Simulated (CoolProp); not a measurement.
Properties of normal hydrogen along the isobar 0.101 MPa.

Model: reference Helmholtz-energy equation of state, Leachman 2009, in CoolProp.

| T (K) | phase | cp (kJ/(kg K)) | expansivity (1/kK) | conductivity (mW/(m K)) | fugacity coefficient |
|---|---|---|---|---|---|
| 21.9 | gas | 11.59 | 56.01 | 18.5 | 0.9285 |
| 34.9 | gas | 10.67 | 30.43 | 27.8 | 0.9780 |
| 48 | gas | 10.49 | 21.41 | 36.5 | 0.9910 |
| 61 | gas | 10.49 | 16.63 | 44.6 | 0.9958 |
| 74 | gas | 10.63 | 13.63 | 52.4 | 0.9980 |
| 87.1 | gas | 10.89 | 11.54 | 60.4 | 0.9992 |
| 100.1 | gas | 11.23 | 10.03 | 68.4 | 0.9998 |
| 113.1 | gas | 11.61 | 8.863 | 76.7 | 1.000 |
| 126.1 | gas | 11.98 | 7.943 | 85.3 | 1.000 |
| 139.2 | gas | 12.34 | 7.192 | 94.0 | 1.001 |
| 152.2 | gas | 12.66 | 6.575 | 103 | 1.001 |

Thermal conductivity comes from a separate model (Assael 2011).
